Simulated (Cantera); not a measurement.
Equilibrium for boron, boron nitride and boron oxide: borazine + O2

Input: 1 mol borazine, 0.11 mol O2, at 1150 °C and 10000 Pa.

Cantera equilibrium calculation (NASA polynomials, part measured and part estimated; ideal gas, pure solids and liquids). Candidate condensed phases: B, BN, B2O3, B3O3H3, H2O; 39 gas species. The feed counts by its element totals alone. Mutual solubility and eutectic melting of coexisting phases are not modelled. Gases not in the tables: H3BO3. Equilibrium is a limit: real reactors are often held back by kinetics, nucleation or transport.

```yaml
x(H2): 0.974
x(N2): 0.0234
x(HBO2): 0.00120
x(H2O): 0.00104
x(HBO): 0.000371
x(B2O3): 4.10e-5
x(H): 2.07e-5
x(B2O2): 1.31e-6
x(NH3): 1.16e-6
n(BN(s)): 2.86 mol
n(B2O3(l)): 0.0693 mol
gas_amount: 3.074 mol
log10 activity of B(s) (absent): -3.29
log10 activity of B3O3H3(s) (absent): -10.91
```
